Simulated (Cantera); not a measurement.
**C2F6 + F2 (fluorocarbon and chlorocarbon gases)**

Input: 1 mol C2F6, 0.17 mol F2, held at 850 °C and 750 Torr.

These are equilibrium values from Cantera (NASA tables, ideal gas, pure condensed phases), not measurements of a reactor. Candidate condensed phases: C; 13 gas species. The feed counts by its element totals alone. Gases not in the tables: C2F6 and larger saturated fluorocarbons. Equilibrium is a limit: real reactors are often held back by kinetics, nucleation or transport.

```json
{
 "x(CF4)": "1.00",
 "n(C(graphite))": "0.415 mol",
 "gas_amount": "1.585 mol"
}
```
